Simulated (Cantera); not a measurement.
A closed system holds: 1 mol Fe, 3.2 mol SO₂, 1.6 mol CO, at 1975 K and 13.3 mbar.

Equilibrium computed with Cantera from the NASA thermochemical tables; the gas is ideal and each condensed phase is pure. Candidate condensed phases: C, Fe, Fe(CO)₅, FeO, FeS, FeSO₄, FeS₂, Fe₂O₃, Fe₂(SO₄)₃, Fe₃O₄, S; 25 gas species. The tables' stoichiometric FeO is somewhat more stable than real wüstite, so its field is too wide. FeO: taken at fixed stoichiometry. The numbers say what is thermodynamically allowed, not how fast it happens.

Base state: SO₂ 0.486, CO 0.221, CO₂ 0.131, SO 0.0904, S₂ 0.0605, S 0.00574, Fe 0.00362, S₂O 0.00133 (mole fractions); condensed: FeO(l).

What changes in the equilibrium state with this change: SO₂ from 3.2 to 0.062 mol?


| species | before | after |
|---|---|---|
| CO | 0.221 | 0.893 |
| CO₂ | 0.131 | 0.0626 |
| Fe | 0.00362 | 0.0206 |
| SO₂ | 0.486 | 0.00315 |
| SO | 0.0904 | 0.00495 |
| S₂ | 0.0605 | 0.0130 |
| O₂ | 3.02e-5 | 4.23e-7 |
| S₂O | 0.00133 | 3.38e-5 |
| O | 2.62e-5 | 3.10e-6 |
| FeO(l), mol | 0.983 | 0 |
| Fe(l), mol | 0 | 0.965 |

What changes in the equilibrium state with this change: pressure from 13.3 mbar to 0.240 bar?


```tsv
species	before	after
SO₂	0.486	0.493
CO₂	0.131	0.192
CO	0.221	0.172
SO	0.0904	0.0487
S₂	0.0605	0.0889
Fe	0.00362	0.000107
FeO	0.000181	1.00e-5
O	2.62e-5	2.74e-6
O₂	3.02e-5	5.96e-6
COS	0.000144	0.000573
S	0.00574	0.00164
FeO(l), mol	0.983	0.999
```

What changes in the equilibrium state with this change: temperature from 1975 K to 1075 K?


```json
[
 {"species": "SO₂", "before": "0.486", "after": "0.545"},
 {"species": "CO₂", "before": "0.131", "after": "0.400"},
 {"species": "S₂", "before": "0.0605", "after": "0.0499"},
 {"species": "CO", "before": "0.221", "after": "0.00370"},
 {"species": "SO", "before": "0.0904", "after": "0.000188"},
 {"species": "Fe", "before": "0.00362", "after": "<1e-9"},
 {"species": "FeO", "before": "0.000181", "after": "<1e-9"},
 {"species": "S", "before": "0.00574", "after": "8.20e-8"},
 {"species": "O₂", "before": "3.02e-5", "after": "<1e-9"},
 {"species": "O", "before": "2.62e-5", "after": "<1e-9"},
 {"species": "FeO(l), mol", "before": "0.983", "after": "0"},
 {"species": "FeS(s), mol", "before": "0", "after": "0.632"},
 {"species": "Fe₃O₄(s), mol", "before": "0", "after": "0.123"}
]
```
Mutual solubility and eutectic melting of coexisting phases are not modelled. FeS: taken at fixed stoichiometry. Gases not in the tables: S₃ to S₇.
